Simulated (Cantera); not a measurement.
Input (Python, Cantera):

```python
import numpy as np
import cantera as ct

gas = ct.Solution("gri30.yaml")
gas.TPX = 950, 720000, {'CH4': 1, 'H2': 0.051, 'O2': 4.6, 'N2': 17.3}
reactor = ct.IdealGasReactor(gas, energy="on", clone=False)
net = ct.ReactorNet([reactor])
net.rtol, net.atol = 1e-08, 1e-16
show = ['CH4', 'H2', 'O2', 'CO2', 'C2H6']
times = np.geomspace(8e-06, 0.5, 16)

steps = ct.SolutionArray(gas, extra=["t"])
rows = []
print(f"{'t/s':>10s}{'T/K':>9s}{'P/Pa':>11s}" + "".join(f"{s:>11s}" for s in show))
for t in times:
    while net.time < t:
        t_next = net.step()
        steps.append(gas.state, t=t_next)
    rows.append([np.interp(t, steps.t, y) for y in (steps.T, steps.P, *steps(*show).X.T)])
    print(f"{t:10.3e}{rows[-1][0]:9.1f}{rows[-1][1]:11.4g}" + "".join(f"{x:11.3e}" for x in rows[-1][2:]))
rate = np.gradient(steps.T, steps.t)
print("integrator steps:", len(steps.t))
if steps.T.max() > steps.T[0] + 200:
    print(f"time of steepest temperature rise: {steps.t[rate.argmax()]:.4e} s")
gas.TPX = 950, 720000, {'CH4': 1, 'H2': 0.051, 'O2': 4.6, 'N2': 17.3}
gas.equilibrate("UV")
print(f"equilibrium (UV): T = {gas.T:.1f} K  " + "  ".join(f"{s} {gas[s].X[0]:.3e}" for s in show))
```

Output:

```
       t/s      T/K       P/Pa        CH4         H2         O2        CO2       C2H6
 8.000e-06    950.0    7.2e+05  4.357e-02  2.222e-03  2.004e-01  3.621e-21  1.041e-17
 1.670e-05    950.0    7.2e+05  4.357e-02  2.222e-03  2.004e-01  2.410e-20  9.378e-17
 3.488e-05    950.0    7.2e+05  4.357e-02  2.222e-03  2.004e-01  1.743e-19  8.174e-16
 7.282e-05    950.0    7.2e+05  4.357e-02  2.222e-03  2.004e-01  1.405e-18  7.350e-15
 1.521e-04    950.0    7.2e+05  4.357e-02  2.222e-03  2.004e-01  1.105e-17  6.095e-14
 3.175e-04    950.0    7.2e+05  4.357e-02  2.222e-03  2.004e-01  8.638e-17  4.879e-13
 6.629e-04    950.0    7.2e+05  4.357e-02  2.222e-03  2.004e-01  6.076e-16  3.434e-12
 1.384e-03    950.0    7.2e+05  4.357e-02  2.222e-03  2.004e-01  3.744e-15  2.058e-11
 2.890e-03    950.0    7.2e+05  4.357e-02  2.222e-03  2.004e-01  2.187e-14  1.102e-10
 6.034e-03    950.0    7.2e+05  4.357e-02  2.222e-03  2.004e-01  1.833e-13  7.539e-10
 1.260e-02    950.0    7.2e+05  4.357e-02  2.222e-03  2.004e-01  4.021e-12  1.138e-08
 2.631e-02    950.1  7.201e+05  4.356e-02  2.218e-03  2.004e-01  2.995e-10  4.196e-07
 5.493e-02    951.6  7.212e+05  4.344e-02  2.191e-03  2.003e-01  1.996e-08  8.243e-06
 1.147e-01   2166.2  1.641e+06  1.231e-21  6.055e-05  1.116e-01  4.344e-02 -1.693e-38
 2.395e-01   2150.2  1.629e+06  9.238e-22  5.554e-05  1.088e-01  4.346e-02  4.457e-40
 5.000e-01   2145.4  1.625e+06  8.411e-22  5.410e-05  1.080e-01  4.346e-02  2.706e-36
integrator steps: 2373
time of steepest temperature rise: 1.1026e-01 s
equilibrium (UV): T = 2145.2 K  CH4 1.271e-21  H2 5.404e-05  O2 1.079e-01  CO2 4.346e-02  C2H6 5.802e-40
```

Computed with Cantera and GRI-Mech 3.0 (53 species, 325 reactions). Below about 1000 K GRI-Mech 3.0 lacks low-temperature oxidation paths.
